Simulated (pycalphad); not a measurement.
All values are pycalphad results on the COST 507 light-alloy database (1999) (1 atm), not direct measurements. The database dates from 1999; later assessments differ in places, in temperatures and in the compounds included. Amounts are mole fractions of atoms. Kinetics are ignored, which matters at the lower temperatures.

Task: Give the equilibrium state of Ti-11Hf-6B (at.%) at 1550 K.

Result: bcc, fraction 0.883, with 12.3 Hf, 0.17 B at.%; BM, fraction 0.117, with 1.3 Hf, 50.0 B at.%.

Task: Give the equilibrium state of Ti-11Hf-6B (at.%) at 850 K.

Result: hcp, fraction 0.881, with 12.4 Hf, 0.05 B at.%; BM, fraction 0.119, with 0.56 Hf, 50.0 B at.%.

Database names, with the compositions (at.%) that they take in these runs: BM: Ti 48-50 B 50 Hf 0-2.
